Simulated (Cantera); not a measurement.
Charge: 1 mol CH₄, 0.033 mol NH₃, a varied amount of N₂, held at 2250 °C and 0.390 bar.

Method: chemical equilibrium by Gibbs-energy minimisation in Cantera with the NASA 1993 tables (ideal gas, pure condensed phases). Candidate condensed phases: C, C₆H₆, C₇H₈, C₈H₁₈; 92 gas species. Kinetics and transport are ignored.

x: gas mole fraction; n: condensed amount in mol.

| n(N₂) (mol) | x N₂ | x H₂ | x HCN | x H | x HNC | x C₂H₂ (acetylene) | x CN | n C(graphite) |
|---|---|---|---|---|---|---|---|---|
| 4 | 0.636 | 0.300 | 0.0327 | 0.0244 | 0.00393 | 0.00357 | 0.000159 | (withheld) |
| 7.4 | 0.760 | 0.187 | 0.0282 | 0.0192 | 0.00339 | 0.00222 | 0.000174 | (withheld) |
| 11 | 0.822 | 0.132 | 0.0247 | 0.0162 | 0.00297 | 0.00157 | 0.000181 | 0.589 |
| 14 | 0.853 | 0.106 | 0.0225 | 0.0145 | 0.00270 | 0.00126 | 0.000184 | (withheld) |
| 18 | 0.881 | 0.0827 | 0.0202 | 0.0128 | 0.00243 | 0.000985 | 0.000187 | 0.494 |
| 21 | 0.895 | 0.0710 | 0.0189 | 0.0119 | 0.00227 | 0.000845 | 0.000189 | 0.461 |
| 25 | 0.909 | 0.0594 | 0.0174 | 0.0108 | 0.00209 | 0.000707 | 0.000190 | (withheld) |

Fill in the missing entries.


- 4, n C(graphite): 0.729
- 7.4, n C(graphite): 0.651
- 14, n C(graphite): 0.545
- 25, n C(graphite): 0.420
